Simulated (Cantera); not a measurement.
Mixture: CH₄ : CO : O₂ : N₂ = 1 : 0.29 : 2.62 : 9.84 (molar parts), at 1.78 atm, adiabatic and at constant volume. Ignition delay is the time to a rise of 400 K.

Detailed kinetics in Cantera: GRI-Mech 3.0 (53 species, 325 reactions).

**Question.** Predict: delay at 1000 K; delay at 1050 K; delay at 1100 K; delay at 1150 K; delay at 1200 K; delay at 1250 K; delay at 1300 K; apparent activation energy between 1200 and 1300 K.

**Answer.** 
```
Property                                                 Value
--------------------------------------------------  ----------
delay at 1000 K                                        0.756 s
delay at 1050 K                                        0.303 s
delay at 1100 K                                        0.129 s
delay at 1150 K                                        58.0 ms
delay at 1200 K                                        27.2 ms
delay at 1250 K                                        13.4 ms
delay at 1300 K                                        6.80 ms
apparent activation energy between 1200 and 1300 K  180 kJ/mol
```
